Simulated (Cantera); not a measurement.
## Titanium nitride, carbide and oxide coatings: TiCl4 + C3H8

A closed system holds: 1 mol TiCl4, 2.1 mol C3H8, at 1.00 bar.

These are equilibrium values from Cantera (NASA tables, ideal gas, pure condensed phases), not measurements of a reactor. Candidate condensed phases: C, C6H6, C7H8, C8H18, Ti, TiC, TiCl2, TiCl3, TiCl4; 96 gas species. The tables' values for TiCl2 are old estimates; treat these amounts as uncertain. TiC: taken at fixed stoichiometry. Kinetics and transport are ignored.

```json
[
 {"T (K)": "1773", "x H2": "0.643", "x HCl": "0.342", "x TiCl3": "0.0110", "x TiCl4": "0.00314", "n C(graphite)": "5.44", "n TiC(s)": "0.853"},
 {"T (K)": "1798", "x H2": "0.641", "x HCl": "0.345", "x TiCl3": "0.0105", "x TiCl4": "0.00271", "n C(graphite)": "5.43", "n TiC(s)": "0.861"},
 {"T (K)": "1823", "x H2": "0.639", "x HCl": "0.347", "x TiCl3": "0.0101", "x TiCl4": "0.00234", "n C(graphite)": "5.43", "n TiC(s)": "0.869"},
 {"T (K)": "1848", "x H2": "0.638", "x HCl": "0.349", "x TiCl3": "0.00970", "x TiCl4": "0.00202", "n C(graphite)": "5.42", "n TiC(s)": "0.876"},
 {"T (K)": "1873", "x H2": "0.636", "x HCl": "0.351", "x TiCl3": "0.00930", "x TiCl4": "0.00175", "n C(graphite)": "5.41", "n TiC(s)": "0.882"},
 {"T (K)": "1898", "x H2": "0.635", "x HCl": "0.353", "x TiCl3": "0.00891", "x TiCl4": "0.00152", "n C(graphite)": "5.40", "n TiC(s)": "0.888"},
 {"T (K)": "1923", "x H2": "0.634", "x HCl": "0.355", "x TiCl3": "0.00854", "x TiCl4": "0.00133", "n C(graphite)": "5.40", "n TiC(s)": "0.894"},
 {"T (K)": "1948", "x H2": "0.632", "x HCl": "0.356", "x TiCl3": "0.00818", "x TiCl4": "0.00116", "n C(graphite)": "5.39", "n TiC(s)": "0.899"},
 {"T (K)": "1973", "x H2": "0.631", "x HCl": "0.357", "x TiCl3": "0.00783", "x TiCl4": "0.00101", "n C(graphite)": "5.39", "n TiC(s)": "0.903"},
 {"T (K)": "1998", "x H2": "0.630", "x HCl": "0.358", "x TiCl3": "0.00750", "x TiCl4": "0.000884", "n C(graphite)": "5.38", "n TiC(s)": "0.907"},
 {"T (K)": "2023", "x H2": "0.629", "x HCl": "0.359", "x TiCl3": "0.00719", "x TiCl4": "0.000775", "n C(graphite)": "5.38", "n TiC(s)": "0.911"},
 {"T (K)": "2048", "x H2": "0.628", "x HCl": "0.360", "x TiCl3": "0.00688", "x TiCl4": "0.000682", "n C(graphite)": "5.37", "n TiC(s)": "0.914"},
 {"T (K)": "2073", "x H2": "0.627", "x HCl": "0.361", "x TiCl3": "0.00659", "x TiCl4": "0.000600", "n C(graphite)": "5.37", "n TiC(s)": "0.917"},
 {"T (K)": "2098", "x H2": "0.626", "x HCl": "0.362", "x TiCl3": "0.00632", "x TiCl4": "0.000530", "n C(graphite)": "5.36", "n TiC(s)": "0.920"}
]
```
x: gas mole fraction; n: condensed amount in mol.

From 1773 K to 2098 K the condensed part is C(graphite) + TiC(s). The main Ti-bearing gas is TiCl3 throughout. The share of Ti in condensed phases is highest at 2098 K (92.0 %) and lowest at 1773 K (85.3 %).
